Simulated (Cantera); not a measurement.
# Stirred combustor or abatement burner

A perfectly stirred reactor is fed with H₂ : O₂ : N₂ : H₂O = 1 : 0.294 : 1.11 : 0.17 (molar parts), at 1.48 atm; it is adiabatic with a 598 K inlet, and is followed from long to short residence time, starting on the burning branch (τ in s: 0.074, 0.031, 0.013, 0.0053, 0.0022, 0.00092, 0.00038, 0.00016, 6.7e-05, 2.8e-05, 1.2e-05, 4.8e-06).

Detailed kinetics in Cantera: the H2/O2 subset of GRI-Mech 3.0, which has no nitrogen chemistry.

```csv
τ (s),T (K),x H₂,x O₂,x H₂O,x H,x OH,x HO₂,x O
0.074,2246,0.179,2.86e-5,0.331,0.00363,0.000998,1.76e-8,1.40e-5
0.031,2238,0.179,5.11e-5,0.330,0.00465,0.00127,3.44e-8,2.30e-5
0.013,2224,0.178,9.22e-5,0.329,0.00642,0.00172,7.38e-8,4.34e-5
0.0053,2202,0.177,0.000172,0.328,0.00934,0.00242,1.64e-7,9.06e-5
0.0022,2168,0.175,0.000320,0.325,0.0137,0.00339,3.45e-7,0.000190
0.00092,2118,0.172,0.000598,0.322,0.0199,0.00458,6.81e-7,0.000386
0.00038,2047,0.169,0.00113,0.317,0.0288,0.00591,1.30e-6,0.000752
0.00016,1954,0.165,0.00207,0.311,0.0401,0.00702,2.44e-6,0.00133
6.7e-5,1834,0.161,0.00378,0.303,0.0539,0.00753,4.73e-6,0.00214
2.8e-5,1691,0.159,0.00720,0.292,0.0682,0.00706,1.00e-5,0.00305
1.2e-5,1529,0.170,0.0156,0.272,0.0753,0.00555,2.51e-5,0.00381
4.8e-6,598,0.389,0.114,0.0660,<1e-12,<1e-12,<1e-12,<1e-12
```
x: mole fraction; the columns are a selection and need not sum to one.
